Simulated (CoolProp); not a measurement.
m-xylene along the isotherm 317.2 K: fugacity coefficient from the reference equation and from simpler models built on Tc = 616.9 K, pc = 3.535 MPa, ω = 0.326; each cubic takes its own stable root.

Model: reference Helmholtz-energy equation of state, Zhou 2012, in CoolProp.

```tsv
p (MPa)	phase	reference
0.631	liquid	0.005064
1.26	liquid	0.002613
1.89	liquid	0.001795
2.52	liquid	0.001387
3.16	liquid	0.001141
3.79	liquid	0.0009800
4.42	liquid	0.0008659
5.05	liquid	0.0007809
5.68	liquid	0.0007153
6.31	liquid	0.0006635
6.94	liquid	0.0006215
7.57	liquid	0.0005871
8.21	liquid	0.0005580
8.84	liquid	0.0005339
```

Q: How far does each simpler model (van der Waals, Redlich-Kwong) lie from the reference over these 14 states: mean and median of the absolute difference, and the worst?

A: 
- van der Waals: mean 4198.4 %, median 4184.7 %, worst +4846.6 % at 317.2 K and 8.84 MPa
- Redlich-Kwong: mean 290.1 %, median 290.0 %, worst +304.6 % at 317.2 K and 8.84 MPa
